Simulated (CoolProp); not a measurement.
Model: reference Helmholtz-energy equation of state, Wu 2012, in CoolProp.

Question: Give the vapour pressure (MPa), vapour density (kg/m³) of saturated fluoroethane (R161) at 209.6 K.

Answer: 
```json
[
 {"T (K)": "209.6", "p (MPa)": "0.0258", "vapour density (kg/m³)": "0.721"}
]
```
